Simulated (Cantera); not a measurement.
Mixture: 10.4 % CO, 1.98 % H2, 15.1 % O2, 59.0 % N2, 13.5 % H2O, equivalence ratio 0.41, at 9.20 bar, adiabatic and at constant volume. Ignition delay is the time to a rise of 400 K.

Model: GRI-Mech 3.0 (53 species, 325 reactions), integrated in Cantera. The hydrogen kinetics of GRI-Mech 3.0 are dated; newer H2 mechanisms differ, most at raised pressure.

**Question.** Predict: delay at 975 K; delay at 1075 K; delay at 1175 K; delay at 1275 K; delay at 1375 K; delay at 1475 K; apparent activation energy between 1275 and 1475 K.

**Answer.** 
| Quantity | Value |
|---|---|
| delay at 975 K | 24.0 ms |
| delay at 1075 K | 2.82 ms |
| delay at 1175 K | 0.458 ms |
| delay at 1275 K | 90.7 µs |
| delay at 1375 K | 23.9 µs |
| delay at 1475 K | 10.5 µs |
| apparent activation energy between 1275 and 1475 K | 170 kJ/mol |
